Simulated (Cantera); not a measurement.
Input: 1 mol CH3Cl, 0.047 mol F2, held at 2225 K and 2.10 Pa.

These are equilibrium values from Cantera (NASA tables, ideal gas, pure condensed phases), not measurements of a reactor. Rates play no part.

| species | before | after |
|---|---|---|
| HCl | 0.0813 | 0.481 |
| H2 | 0.139 | 0.461 |
| HF | 0.0286 | 0.0457 |
| H | 0.527 | 0.00670 |
| Cl | 0.224 | 0.00508 |
| CH4 | <1e-9 | 2.27e-5 |
| C | 0.000113 | 5.51e-9 |
| C3 | 0.000190 | 9.27e-9 |
| C2 | 1.66e-5 | <1e-9 |
| F | 0.000101 | 6.21e-7 |
| C2H | 5.73e-5 | 7.30e-7 |
| C(graphite), mol | 0.995 | 0.994 |
Gas species are given as mole fractions.

**Question.** Which change was made?
(A) pressure from 2.10 Pa to 0.430 bar
(B) F2 from 0.047 to 0.21 mol
(C) temperature from 2225 K to 2750 K
(D) temperature from 2225 K to 2150 K

**Answer.** A, pressure from 2.10 Pa to 0.430 bar
